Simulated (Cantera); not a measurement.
A perfectly stirred reactor is fed with 6.65 % C3H8, 19.5 % O2, 73.8 % N2, at 1.01 bar; it is adiabatic with a 450 K inlet, and is followed from long to short residence time, starting on the burning branch (τ in s: 0.091, 0.034, 0.012, 0.0046, 0.0017, 0.00063, 0.00023, 8.6e-05, 3.2e-05).

Detailed kinetics in Cantera: GRI-Mech 3.0 (53 species, 325 reactions). GRI-Mech 3.0 was tuned for natural gas; its chemistry of propane as a main component is partial and can be far from experiment.

Question: Predict: blow-out, bracketed by the residence times tried; x(C3H8) at τ = 91.0 ms; x(O2) at τ = 91.0 ms; x(H2O) at τ = 91.0 ms; x(C2H6) at τ = 91.0 ms; x(H) at τ = 91.0 ms; x(C3H8) at τ = 1.70 ms; x(O2) at τ = 1.70 ms; x(H2O) at τ = 1.70 ms; x(C2H6) at τ = 1.70 ms; x(H) at τ = 1.70 ms.

Answer: 
| Quantity | Value |
|---|---|
| blow-out, bracketed by the residence times tried | burning at 0.630 ms, out at 0.230 ms |
| x(C3H8) at τ = 91.0 ms | 1.40e-6 |
| x(O2) at τ = 91.0 ms | 0.000220 |
| x(H2O) at τ = 91.0 ms | 0.127 |
| x(C2H6) at τ = 91.0 ms | 5.67e-7 |
| x(H) at τ = 91.0 ms | 0.000625 |
| x(C3H8) at τ = 1.70 ms | 4.53e-5 |
| x(O2) at τ = 1.70 ms | 0.00387 |
| x(H2O) at τ = 1.70 ms | 0.135 |
| x(C2H6) at τ = 1.70 ms | 1.42e-5 |
| x(H) at τ = 1.70 ms | 0.00173 |
